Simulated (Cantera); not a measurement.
Stirred combustor or abatement burner

A perfectly stirred reactor is fed with C2H6 : O2 : N2 : CO2 : H2 = 1 : 2.19 : 8.22 : 1.2 : 0.025 (molar parts), equivalence ratio 1.6, at 7.90 bar; it is adiabatic with a 425 K inlet, and is followed from long to short residence time, starting on the burning branch (τ in s: 0.091, 0.037, 0.015, 0.0062, 0.0025, 0.001, 0.00042, 0.00017, 6.9e-05).

Model: GRI-Mech 3.0 (53 species, 325 reactions), integrated in Cantera.

```
τ (s)    T (K)    x C2H6      x O2   x CO2     x CH3    x HCN    x CH2O    x HCO
-------  -----  --------  --------  ------  --------  -------  --------  -------
0.091     1815   8.42e-6  0.000385   0.103   7.67e-5  4.07e-6   6.08e-6  2.68e-8
0.037     1818   1.85e-5  0.000784   0.106  0.000117  4.64e-6   1.10e-5  3.64e-8
0.015     1815   3.95e-5   0.00150   0.108  0.000169  4.95e-6   1.91e-5  5.72e-8
0.0062    1805   8.11e-5   0.00266   0.109  0.000229  4.98e-6   3.10e-5  1.01e-7
0.0025    1784  0.000167   0.00455   0.108  0.000296  4.60e-6   4.97e-5  2.02e-7
0.0010    1748  0.000358   0.00786   0.108  0.000371  3.48e-6   8.47e-5  4.50e-7
0.00042   1681  0.000893    0.0147   0.106  0.000448  1.47e-6  0.000181  1.13e-6
0.00017    425    0.0791     0.173  0.0950    <1e-12   <1e-12    <1e-12   <1e-12
6.9e-5     425    0.0791     0.173  0.0950    <1e-12   <1e-12    <1e-12   <1e-12
```
x: mole fraction; the columns are a selection and need not sum to one.
